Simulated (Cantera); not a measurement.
A freely propagating, adiabatic, planar premixed flame of CH3OH : O2 : N2 = 1 : 1 : 2.5 (molar parts), equivalence ratio 1.5, unburnt at 673 K and 0.290 bar; mixture-averaged transport, grid criteria slope 0.08 and curve 0.16, no radiation.

Detailed kinetics in Cantera: GRI-Mech 3.0 (53 species, 325 reactions). GRI-Mech 3.0 was tuned for natural gas; its chemistry of methanol as a main component is partial and can be far from experiment. Burning velocities carry a grid error of a few per cent, more on coarse grids.

Q: What does this change do: inlet temperature 673 to 650 K?

A: 
```tsv
quantity	before	after
laminar burning velocity	272 cm/s	257 cm/s
thermal thickness	0.550 mm	0.556 mm
peak x(CH4)	0.000688	0.000679
peak x(OH)	0.0133	0.0130
peak x(HCN)	1.30e-6	1.27e-6
```

Q: What does this change do: N2 2.5 to 3.2 parts?

A: 
```tsv
quantity	before	after
laminar burning velocity	272 cm/s	231 cm/s
thermal thickness	0.550 mm	0.619 mm
peak x(CH4)	0.000688	0.000553
peak x(OH)	0.0133	0.00989
peak x(HCN)	1.30e-6	1.20e-6
```
